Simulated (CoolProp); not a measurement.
Saturation properties of n-dodecane.

The numbers come from the reference Helmholtz-energy equation of state, Lemmon 2004 in CoolProp. It is a short technical equation, of lower accuracy than the large ones.

```json
[
 {"T (K)": "308.7", "p (bar)": "0.0004149", "liquid cp (kJ/(kg K))": "2.247", "vapour Z": "0.9998", "vapour viscosity (µPa s)": "4.55"},
 {"T (K)": "322.7", "p (bar)": "0.001142", "liquid cp (kJ/(kg K))": "2.296", "vapour Z": "0.9996", "vapour viscosity (µPa s)": "4.78"},
 {"T (K)": "336.7", "p (bar)": "0.002831", "liquid cp (kJ/(kg K))": "2.347", "vapour Z": "0.9992", "vapour viscosity (µPa s)": "5.00"},
 {"T (K)": "350.7", "p (bar)": "0.006413", "liquid cp (kJ/(kg K))": "2.400", "vapour Z": "0.9984", "vapour viscosity (µPa s)": "5.23"},
 {"T (K)": "364.7", "p (bar)": "0.01342", "liquid cp (kJ/(kg K))": "2.454", "vapour Z": "0.9972", "vapour viscosity (µPa s)": "5.45"},
 {"T (K)": "378.7", "p (bar)": "0.02623", "liquid cp (kJ/(kg K))": "2.509", "vapour Z": "0.9952", "vapour viscosity (µPa s)": "5.68"},
 {"T (K)": "392.7", "p (bar)": "0.04825", "liquid cp (kJ/(kg K))": "2.565", "vapour Z": "0.9924", "vapour viscosity (µPa s)": "5.90"},
 {"T (K)": "406.7", "p (bar)": "0.08416", "liquid cp (kJ/(kg K))": "2.621", "vapour Z": "0.9884", "vapour viscosity (µPa s)": "6.13"},
 {"T (K)": "420.7", "p (bar)": "0.1400", "liquid cp (kJ/(kg K))": "2.678", "vapour Z": "0.9830", "vapour viscosity (µPa s)": "6.35"},
 {"T (K)": "434.6", "p (bar)": "0.2228", "liquid cp (kJ/(kg K))": "2.735", "vapour Z": "0.9760", "vapour viscosity (µPa s)": "6.56"}
]
```

It boils at 489.4 K under 1 atm.

Viscosity comes from a separate model (Huber 2004).
